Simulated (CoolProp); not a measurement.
Model: reference Helmholtz-energy equation of state, Setzmann 1991, in CoolProp.

For methane, give the phase and the Z, speed of sound (m/s), Joule-Thomson coefficient (K/MPa) at -79.95 °C and 1.56 MPa.


- -79.95 °C and 1.56 MPa: gas; Z 0.882, speed of sound 341, Joule-Thomson coefficient 10.3
